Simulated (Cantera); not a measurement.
## Fluorocarbon and chlorocarbon gases: c-C4F8 + F2 + H2

Feed: 1 mol c-C4F8, 0.14 mol F2, 3.9 mol H2, equilibrated at 2.18 Torr.

Equilibrium computed with Cantera from the NASA thermochemical tables; the gas is ideal and each condensed phase is pure. Candidate condensed phases: C, C6H6, C7H8, C8H18; 95 gas species. The feed counts by its element totals alone. Gases not in the tables: C2F6 and larger saturated fluorocarbons. Equilibrium is a limit: real reactors are often held back by kinetics, nucleation or transport.

| T (K) | x HF | x F | x CF4 | x CF2 | x CF3 | x CF | n C(graphite) |
|---|---|---|---|---|---|---|---|
| 1673 | 0.984 | 0.000756 | 0.0144 | 0.000961 | 3.68e-5 | 5.00e-7 | 3.88 |
| 1723 | 0.983 | 0.00145 | 0.0139 | 0.00168 | 5.72e-5 | 1.36e-6 | 3.88 |
| 1773 | 0.981 | 0.00266 | 0.0130 | 0.00281 | 8.49e-5 | 3.46e-6 | 3.87 |
| 1823 | 0.979 | 0.00466 | 0.0116 | 0.00444 | 0.000119 | 8.25e-6 | 3.87 |
| 1873 | 0.976 | 0.00778 | 0.00965 | 0.00660 | 0.000154 | 1.84e-5 | 3.87 |
| 1923 | 0.971 | 0.0123 | 0.00721 | 0.00905 | 0.000180 | 3.83e-5 | 3.87 |
| 1973 | 0.966 | 0.0181 | 0.00459 | 0.0112 | 0.000183 | 7.35e-5 | 3.87 |
x: gas mole fraction; n: condensed amount in mol.

From 1673 K to 1973 K the condensed part is C(graphite). The main C-bearing gas is CF4 at 1673 K and CF2 at 1973 K.
